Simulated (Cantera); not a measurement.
An adiabatic, constant-pressure homogeneous reactor starts with CO : H₂ : O₂ : N₂ : H₂O = 1 : 0.98 : 2.36 : 8.86 : 0.52 (molar parts), equivalence ratio 0.42, at 1300 K and 4.93 atm.

Detailed kinetics in Cantera: GRI-Mech 3.0 (53 species, 325 reactions). The hydrogen kinetics of GRI-Mech 3.0 are dated; newer H2 mechanisms differ, most at raised pressure.

Q: Predict: time of steepest temperature rise; temperature at 2.00 s; equilibrium temperature; x(CO) at 2.00 s; x(H₂) at 2.00 s; x(O₂) at 2.00 s; x(H₂O₂) at 2.00 s; x(CO₂) at 2.00 s; x(OH) at 2.00 s.

A: 
| Property | Result |
|---|---|
| time of steepest temperature rise | 12.1 µs |
| temperature at 2.00 s | 2295 K |
| equilibrium temperature | 2295 K |
| x(CO) at 2.00 s | 0.00122 (gas-phase equilibrium 0.00122) |
| x(H₂) at 2.00 s | 0.000327 (gas-phase equilibrium 0.000327) |
| x(O₂) at 2.00 s | 0.102 (gas-phase equilibrium 0.102) |
| x(H₂O₂) at 2.00 s | 3.58e-7 (gas-phase equilibrium 3.58e-7) |
| x(CO₂) at 2.00 s | 0.0772 (gas-phase equilibrium 0.0772) |
| x(OH) at 2.00 s | 0.00431 (gas-phase equilibrium 0.00431) |
